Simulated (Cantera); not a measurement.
Pyrogenic steam for wet oxidation

An isothermal, constant-pressure homogeneous reactor starts with 49.1 % H₂, 30.7 % O₂, 20.2 % N₂, equivalence ratio 0.80, at 1173 K and 100.0 Torr.

Model: GRI-Mech 3.0 (53 species, 325 reactions), integrated in Cantera. The temperature is held fixed by assumption; the heat of reaction is taken as removed at once.

```csv
t (s),x H₂,x O₂,x NO₂,x OH,x N₂O,x H₂O,x NO
0.000600,0.0230,0.0915,4.31e-10,0.00507,8.66e-9,0.595,4.12e-6
0.00186,0.00233,0.0819,6.13e-9,0.00121,1.43e-8,0.646,4.32e-6
0.00579,0.000215,0.0813,3.62e-8,0.000350,1.67e-8,0.650,4.30e-6
0.0180,2.21e-5,0.0813,5.67e-8,0.000130,1.76e-8,0.650,4.28e-6
0.0558,3.25e-6,0.0813,4.14e-8,5.79e-5,1.80e-8,0.650,4.30e-6
0.173,7.20e-7,0.0813,2.27e-8,2.92e-5,1.80e-8,0.650,4.32e-6
0.538,2.04e-7,0.0813,1.39e-8,1.59e-5,1.76e-8,0.650,4.32e-6
1.67,7.41e-8,0.0813,1.40e-8,9.42e-6,1.59e-8,0.650,4.32e-6
5.19,4.67e-8,0.0813,1.82e-8,7.06e-6,1.14e-8,0.650,4.32e-6
16.1,4.50e-8,0.0813,1.89e-8,6.87e-6,4.33e-9,0.650,4.32e-6
50.0,4.50e-8,0.0813,1.89e-8,6.87e-6,9.84e-10,0.650,4.32e-6
```
x: mole fraction; the columns are a selection and need not sum to one.

Equilibrium at this temperature and pressure: H₂ 4.50e-8, O₂ 0.0813, NO₂ 2.53e-7, OH 6.87e-6, N₂O 8.78e-10, H₂O 0.650, NO 5.78e-5 (gas phase only).
